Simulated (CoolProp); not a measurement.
A single-stage vapour-compression cycle with c-C4F8 (RC318): evaporating at 242.15 K (dew point), condensing at 265.15 K (bubble point), superheat 8 K, subcooling 8 K, compressor efficiency 0.9, no pressure losses. Each further row changes one setting.

The numbers come from the reference Helmholtz-energy equation of state, Platzer 1990 in CoolProp. This equation is an older, rougher fit; its heat capacities, sound speeds and derivatives of the liquid may be far off and weren't checked against measurements.

```
case                              cooling COP  pressure ratio  discharge temperature (K)  refrigerating effect (kJ/kg)  volumetric capacity (kJ/m³)
--------------------------------  -----------  --------------  -------------------------  ----------------------------  ---------------------------
as stated                                 [?]            2.95                      268.9                           116                          358
evaporating temperature 247.15 K          [?]            2.28                      269.6                           [?]                          468
condensing temperature 260.15 K          12.1             [?]                      265.1                           121                          373
subcooling 13 K                          9.62            2.95                      268.9                           121                          373
superheat 18 K                           9.38            2.95                      279.1                           123                          [?]
compressor efficiency 0.8                8.19            2.95                      271.0                           116                          358
```

Problem. Complete the blanks.

Solution. 
- as stated, cooling COP: 9.21
- evaporating temperature 247.15 K, cooling COP: 12.3
- evaporating temperature 247.15 K, refrigerating effect (kJ/kg): 119
- condensing temperature 260.15 K, pressure ratio: 2.38
- superheat 18 K, volumetric capacity (kJ/m³): 364
